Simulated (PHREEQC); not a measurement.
Make-up at 20 °C: 0.024 mol/kgw CaCl2, 0.0019 mol/kgw Na2SO4 and 4.2e-07 mol/kgw H4SiO4. Closed to the air; pH follows from the charge balance.

All values are PHREEQC results (Pitzer model, pitzer.dat), not measurements.

| Property | Value |
|---|---|
| ionic strength | 0.0777 mol/kgw |
| specific conductance | 4930 µS/cm |
| density | 1.001 g/cm³ |
| osmotic coefficient | 0.874 |

| species | molality | activity | log γ |
|---|---|---|---|
| Cl- | 0.0480 | 0.0377 | -0.104 |
| Ca+2 | 0.0240 | 0.00987 | -0.386 |
| Na+ | 0.00380 | 0.00305 | -0.095 |
| SO4-2 | 0.00190 | 0.000444 | -0.631 |
| H4SiO4 | 4.19e-7 | 4.24e-7 | 0.005 |
| OH- | 1.12e-7 | 7.76e-8 | -0.158 |
| H+ | 1.08e-7 | 8.81e-8 | -0.091 |
| HSO4- | 3.99e-9 | 3.25e-9 | -0.090 |

No solid was allowed to form.
